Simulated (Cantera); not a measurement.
**Gas-phase reforming**

An isothermal, constant-pressure homogeneous reactor starts with 25.5 % CH4, 71.4 % CO2, 3.06 % H2, at 1725 K and 7500 Torr.

Computed with Cantera and GRI-Mech 3.0 (53 species, 325 reactions).

```tsv
t (s)	x CH4	x CO2	x H2	x C2H4	x O	x C2H6
1.00e-5	0.254	0.714	0.0310	3.79e-5	7.68e-12	0.000172
3.98e-5	0.251	0.713	0.0324	0.000495	1.41e-11	0.000957
0.000158	0.238	0.706	0.0413	0.00419	2.69e-11	0.00186
0.000631	0.195	0.665	0.0745	0.00783	3.56e-11	0.00108
0.00251	0.112	0.535	0.0981	0.00453	4.84e-11	0.000384
0.0100	0.0316	0.333	0.0721	0.00249	7.31e-11	6.41e-5
0.0398	0.0162	0.232	0.106	0.00190	8.46e-11	1.41e-5
0.158	0.00988	0.162	0.156	0.000645	1.16e-10	3.65e-6
0.631	0.00150	0.135	0.184	1.34e-5	1.39e-10	7.35e-8
2.51	1.42e-6	0.133	0.187	1.80e-11	1.40e-10	<1e-12
10.0	7.55e-7	0.133	0.187	6.35e-12	1.40e-10	<1e-12
```
x: mole fraction; the columns are a selection and need not sum to one.

Equilibrium at this temperature and pressure: CH4 7.97e-7, CO2 0.133, H2 0.187, C2H4 6.83e-12, O 1.40e-10, C2H6 <1e-12 (gas phase only).
